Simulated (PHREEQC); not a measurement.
Consider water at 66 °C with 0.013 mol KCl, 0.00023 mol MnCl2 and 0.00016 mol LiCl per kg of water. It is in equilibrium with CO2 at log p = -3.4 (atm). Otherwise closed; pH follows from the charge balance.

All values are PHREEQC results (ion-association model, phreeqc.dat), not measurements.

| quantity | before | after |
|---|---|---|
| pH | 5.74 | 9.19 |
| ionic strength (mol/kgw) | 0.0138 | 0.0228 |
| MnCl+ (mol/kgw) | 7.55e-6 | 2.76e-7 |
| CO2 (mol/kgw) | 5.97e-6 | 5.96e-6 |
| HCO3- (mol/kgw) | 1.88e-6 | 0.00546 |
| SI of Rhodochrosite (MnCO3) | -2.78 | +2.69 |

Problem. What was changed between the two runs?
A) diluted 5-fold with water
B) KCl from 0.013 to 0.0013 mol/kgw
C) MnCl2 from 0.00023 to 0.000253 mol/kgw
D) KCl left out
E) 0.0092 mol/kgw NaHCO3 added

Solution. E, 0.0092 mol/kgw NaHCO3 added

Precipitation was switched off in this run. Some of these states are supersaturated (in Rhodochrosite, for instance). At this temperature some constants are extrapolated from 25 °C, and those without enthalpy data are left unchanged.
